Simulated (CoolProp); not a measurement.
Properties of normal hydrogen along the isobar 1.49 MPa.

Model: reference Helmholtz-energy equation of state, Leachman 2009, in CoolProp.

```
T (K)          phase       Z  cp (kJ/(kg K))  expansivity (1/kK)
-----  -------------  ------  --------------  ------------------
21.8          liquid  0.2332           9.901               15.69
51.6   supercritical  0.8914           13.01               27.44
81.4   supercritical  0.9834           11.48               13.48
111.2  supercritical   1.003           11.89               9.313
141    supercritical   1.008           12.58               7.191
170.8  supercritical   1.010           13.19               5.880
200.6  supercritical   1.010           13.64               4.983
230.4  supercritical   1.010           13.96               4.327
260.2  supercritical   1.009           14.18               3.826
290    supercritical   1.009           14.32               3.431
319.8  supercritical   1.008           14.40               3.110
349.7  supercritical   1.008           14.46               2.843
```
